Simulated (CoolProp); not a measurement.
Properties of acetone along the isotherm 436.2 K (Tc = 508.1 K, pc = 4692 kPa, ω = 0.307).

Computed with CoolProp (reference Helmholtz-energy equation of state, Lemmon 2006). It is a short technical equation, of lower accuracy than the large ones.

```
p (kPa)   phase        Z  speed of sound (m/s)  Joule-Thomson coefficient (K/MPa)  fugacity coefficient
-------  ------  -------  --------------------  ---------------------------------  --------------------
148         gas   0.9780                 256.6                              20.75                0.9784
264         gas   0.9602                 252.9                              21.03                0.9615
469         gas   0.9275                 246.0                              21.56                0.9319
834         gas   0.8644                 232.6                              22.73                0.8796
2640     liquid  0.07022                 558.9                             0.2120                0.4517
4690     liquid   0.1229                 596.3                             0.1310                0.2684
8340     liquid   0.2139                 652.8                            0.03176                0.1659
14800    liquid   0.3685                 733.5                           -0.07511                0.1101
26400    liquid   0.6325                 845.4                            -0.1781               0.08189
46900    liquid    1.072                 992.7                            -0.2649               0.07443
```
